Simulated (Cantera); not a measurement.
An isothermal, constant-pressure homogeneous reactor starts with CH4 : N2 = 1 : 150 (molar parts), at 1975 K and 100000 Pa. Integrator tolerance rtol = 1e-08.

Model: GRI-Mech 3.0 (53 species, 325 reactions), integrated in Cantera. GRI-Mech 3.0 stops at C3 and has no aromatics, soot or wall deposition, so with more carbon than oxygen in the feed, carbon stays in small species such as C2H2 where larger ones or solid carbon would form.

Question: What does this change do: temperature 1975 to 1725 K?

Answer: 
| quantity | before | after |
|---|---|---|
| x(CH4) at 90.0 s | 2.91e-7 (gas-phase equilibrium 1.63e-7) | 4.72e-6 (gas-phase equilibrium 1.10e-6) |
| x(C2H) at 90.0 s | 7.53e-7 (gas-phase equilibrium 2.16e-8) | 3.87e-8 (gas-phase equilibrium 1.40e-9) |
| x(C2H6) at 90.0 s | <1e-12 (gas-phase equilibrium <1e-12) | 1.77e-11 (gas-phase equilibrium <1e-12) |
| x(H2) at 90.0 s | 0.00980 (gas-phase equilibrium 0.00980) | 0.00984 (gas-phase equilibrium 0.00986) |
| x(H) at 90.0 s | 0.000136 (gas-phase equilibrium 0.000136) | 1.86e-5 (gas-phase equilibrium 1.86e-5) |
| x(C2H2) at 90.0 s | 0.00316 (gas-phase equilibrium 9.04e-5) | 0.00327 (gas-phase equilibrium 0.000119) |
